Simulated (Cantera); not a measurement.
Input: 1 mol SiF4, a varied amount of N2O, held at 1577 °C and 0.100 bar.

These are equilibrium values from Cantera (NASA tables, ideal gas, pure condensed phases), not measurements of a reactor. Candidate condensed phases: Si, SiO2, Si2N2O, Si3N4; 28 gas species. The tables' values for SiF3 are old estimates; treat these amounts as uncertain. The tables hold silica as quartz up to 1696 K and as liquid above; real silica turns to tridymite and cristobalite and melts near 1996 K. Equilibrium is a limit: real reactors are often held back by kinetics, nucleation or transport.

x: gas mole fraction; n: condensed amount in mol.

| n(N2O) (mol) | x N2 | x SiF4 | x O2 | x NO | n SiO2(condensed) |
|---|---|---|---|---|---|
| 0.45 | 0.267 | 0.597 | 0.133 | … | 0 |
| 0.64 | 0.325 | 0.510 | 0.162 | … | 0 |
| 0.91 | 0.383 | 0.423 | 0.191 | … | 0 |
| 1.3 | 0.439 | 0.339 | 0.218 | … | 0 |
| 1.8 | 0.484 | 0.270 | 0.241 | … | 0 |
| 2.6 | 0.528 | 0.204 | 0.263 | 0.00449 | 0 |
| 3.7 | 0.562 | 0.153 | 0.280 | 0.00478 | 0 |
| 5.3 | 0.590 | 0.112 | 0.293 | 0.00501 | 0 |
| 7.5 | 0.610 | 0.0816 | 0.303 | 0.00518 | 0 |
| 11 | 0.626 | 0.0571 | 0.311 | 0.00532 | 0.000105 |
| 15 | 0.635 | 0.0425 | 0.316 | 0.00540 | 0.000148 |
| 21 | 0.643 | 0.0307 | 0.320 | 0.00547 | 0.000207 |
| 30 | 0.649 | 0.0217 | 0.323 | 0.00552 | 0.000291 |

Some entries are withheld; supply them.


- 0.45, x NO: 0.00227
- 0.64, x NO: 0.00276
- 0.91, x NO: 0.00326
- 1.3, x NO: 0.00373
- 1.8, x NO: 0.00412
